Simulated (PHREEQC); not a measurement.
Dissolve 0.0074 mol/kgw CdBr2 and 0.01 mol/kgw NaHF2 at 25 °C. Closed to the air; pH follows from the charge balance.

The numbers come from PHREEQC with the ion-association model, phreeqc.dat.

```json
[
 {"quantity": "pH", "before": "3.16", "after": "3.47"},
 {"quantity": "ionic strength (mol/kgw)", "before": "0.0254", "after": "0.00336"},
 {"quantity": "HF (mol/kgw)", "before": "0.00887", "after": "0.000639"},
 {"quantity": "HF2- (mol/kgw)", "before": "0.000345", "after": "3.30e-6"},
 {"quantity": "NaF (mol/kgw)", "before": "4.24e-5", "after": "6.81e-7"}
]
```

Which change was made?
A) CdBr2 left out
B) temperature from 25 to 35 °C
C) diluted 10-fold with water
D) diluted 2-fold with water

C, diluted 10-fold with water

This is a speciation only: nothing precipitates in the calculation.
